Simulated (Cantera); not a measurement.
A perfectly stirred reactor is fed with NO : N₂ = 1 : 11 (molar parts), at 0.132 atm; it is held at 1800 K, and followed from long to short residence time.

Detailed kinetics in Cantera: GRI-Mech 3.0 (53 species, 325 reactions).

Q: What does this change do: 0.017 parts H2O added?

A: 
| quantity | before | after |
|---|---|---|
| x(NO) at τ = 25.0 s | 0.0689 | 0.0685 |
| x(O) at τ = 25.0 s | 3.04e-5 | 2.98e-5 |
| x(N₂O) at τ = 25.0 s | 1.90e-6 | 1.79e-6 |
| x(O₂) at τ = 25.0 s | 0.00717 | 0.00733 |
| x(NO₂) at τ = 25.0 s | 1.21e-5 | 1.18e-5 |
| x(NO) at τ = 0.240 s | 0.0832 | 0.0831 |
| x(O) at τ = 0.240 s | 1.06e-5 | 3.94e-6 |
| x(N₂O) at τ = 0.240 s | 2.67e-6 | 2.40e-6 |
| x(O₂) at τ = 0.240 s | 5.66e-5 | 7.13e-5 |
| x(NO₂) at τ = 0.240 s | 4.71e-6 | 1.70e-6 |

Q: What does this change do: 0.028 parts H2O added?

A: 
```tsv
quantity	before	after
x(NO) at τ = 25.0 s	0.0689	0.0683
x(O) at τ = 25.0 s	3.04e-5	2.98e-5
x(N₂O) at τ = 25.0 s	1.90e-6	1.76e-6
x(O₂) at τ = 25.0 s	0.00717	0.00739
x(NO₂) at τ = 25.0 s	1.21e-5	1.18e-5
x(NO) at τ = 0.240 s	0.0832	0.0830
x(O) at τ = 0.240 s	1.06e-5	3.82e-6
x(N₂O) at τ = 0.240 s	2.67e-6	2.36e-6
x(O₂) at τ = 0.240 s	5.66e-5	7.82e-5
x(NO₂) at τ = 0.240 s	4.71e-6	1.74e-6
```

Q: What does this change do: 0.33 parts H2O added?

A: 
```
quantity                before     after
---------------------  -------  --------
x(NO) at τ = 25.0 s     0.0689    0.0652
x(O) at τ = 25.0 s     3.04e-5   3.03e-5
x(N₂O) at τ = 25.0 s   1.90e-6   1.34e-6
x(O₂) at τ = 25.0 s    0.00717   0.00789
x(NO₂) at τ = 25.0 s   1.21e-5   1.15e-5
x(NO) at τ = 0.240 s    0.0832    0.0809
x(O) at τ = 0.240 s    1.06e-5   4.04e-6
x(N₂O) at τ = 0.240 s  2.67e-6   2.02e-6
x(O₂) at τ = 0.240 s   5.66e-5  0.000173
x(NO₂) at τ = 0.240 s  4.71e-6   2.65e-6
```
